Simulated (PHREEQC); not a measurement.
PHREEQC input (ion-association model, phreeqc.dat):

```
SOLUTION_SPECIES
  CO3-2 + 10 H+ + 8 e- = CH4 + 3 H2O  # shut off: no methane
    -log_k -100
    -delta_h 0
    -analytic -100
SOLUTION 1
  temp 25
  units mol/kgw
  pH 7 charge
END
SELECTED_OUTPUT 1
  -reset false
  -pH true
  -pe true
  -ionic_strength true
  -water true
  -totals C C(-4) C(4) Mtg Sg
  -molalities H+ CO3-2 OH- HCO3- CO2 (CO2)2
USER_PUNCH 1
  -headings p_CO2(g) phi_CO2(g) p_Mtg(g) phi_Mtg(g) p_H2Sg(g) phi_H2Sg(g) p_H2O(g) phi_H2O(g) density
  10 PUNCH PR_P("CO2(g)"), PR_PHI("CO2(g)"), PR_P("Mtg(g)"), PR_PHI("Mtg(g)"), PR_P("H2Sg(g)"), PR_PHI("H2Sg(g)"), PR_P("H2O(g)"), PR_PHI("H2O(g)"), RHO
PRINT
  -reset false
USE solution 1
REACTION_TEMPERATURE 1
  50
GAS_PHASE 1
  -fixed_pressure
  -pressure 1
  -temperature 50
  -volume 20
  CO2(g) 0.48
  Mtg(g) 0.14
  H2Sg(g) 0.38
  H2O(g) 0
END
# ... the last block is repeated for the other 6 points of P (atm)
```

Selected output (columns that matter, 7 of 7 rows; P (atm) added in front):

```
P (atm)	pH	mu	C	Mtg	Sg	p_CO2(g)	phi_CO2(g)	p_Mtg(g)	phi_Mtg(g)	p_H2Sg(g)	phi_H2Sg(g)	p_H2O(g)	phi_H2O(g)	density
1	4.0507	8.9993e-05	0.008316	0.00013948	0.017755	0.42638	0.99572	0.1271	0.99936	0.32417	0.99369	0.12235	0.99162	0.98809
2	3.8871	0.00013148	0.017672	0.00029809	0.037587	0.91232	0.99138	0.2723	0.99814	0.69212	0.9874	0.12326	0.98446	0.9882
3	3.7957	0.0001625	0.026926	0.00045584	0.057121	1.3981	0.98708	0.41739	0.99696	1.0603	0.98115	0.12418	0.97735	0.98831
5	3.6837	0.00021071	0.045138	0.0007687	0.095317	2.3691	0.97854	0.7072	0.99468	1.7976	0.96872	0.12606	0.96319	0.98852
7.5	3.5972	0.00025765	0.067357	0.001155	0.14145	3.5818	0.96793	1.0688	0.99194	2.7209	0.95329	0.12847	0.9456	0.98878
10	3.537	0.00029627	0.088978	0.0015361	0.18582	4.7934	0.9574	1.4296	0.98933	3.646	0.93797	0.13097	0.92812	0.98904
15	3.4547	0.00035883	0.13046	0.0022839	0.26939	7.2134	0.93654	2.1489	0.98452	5.5015	0.90764	0.13623	0.89346	0.98954
```

Constants without temperature data keep their 25 °C values here.
